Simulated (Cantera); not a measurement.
## Adiabatic ignition

An adiabatic, constant-volume homogeneous reactor starts with CH₄ : C₂H₆ : O₂ : N₂ = 1 : 0.048 : 1.55 : 5.82 (molar parts), equivalence ratio 1.4, at 1375 K and 308 Torr.

Computed with Cantera and GRI-Mech 3.0 (53 species, 325 reactions).

```
t (s)     T (K)  P (bar)   x CH₄   x C₂H₆     x O₂     x CH₃     x CH₂     x NO
--------  -----  -------  ------  -------  -------  --------  --------  -------
1.00e-6    1375    0.410   0.119  0.00570    0.184   5.22e-7    <1e-12   <1e-12
3.98e-6    1375    0.410   0.119  0.00570    0.184   2.08e-6    <1e-12   <1e-12
1.58e-5    1375    0.410   0.119  0.00570    0.184   8.28e-6  1.12e-12   <1e-12
6.31e-5    1375    0.410   0.119  0.00568    0.184   3.30e-5  1.96e-11   <1e-12
0.000251   1375    0.410   0.119  0.00562    0.184  0.000126  3.93e-10   <1e-12
0.00100    1378    0.411   0.118  0.00540    0.183  0.000273   2.68e-9   <1e-12
0.00398    2825    0.934  <1e-12   <1e-12  0.00417    <1e-12    <1e-12  0.00256
0.0158     2819    0.932  <1e-12   <1e-12  0.00387    <1e-12    <1e-12  0.00457
0.0631     2819    0.932  <1e-12   <1e-12  0.00387    <1e-12    <1e-12  0.00457
0.251      2819    0.932  <1e-12   <1e-12  0.00387    <1e-12    <1e-12  0.00457
1.00       2819    0.932  <1e-12   <1e-12  0.00387    <1e-12    <1e-12  0.00457
```
x: mole fraction; the columns are a selection and need not sum to one.

```
Property                                                            Result
---------------------------------  ---------------------------------------
time of steepest temperature rise                                  3.20 ms
temperature at 1.00 s                                               2819 K
equilibrium temperature                                             2819 K
x(CH₄) at 1.00 s                     <1e-12 (gas-phase equilibrium <1e-12)
x(C₂H₆) at 1.00 s                    <1e-12 (gas-phase equilibrium <1e-12)
x(O₂) at 1.00 s                    0.00387 (gas-phase equilibrium 0.00387)
```
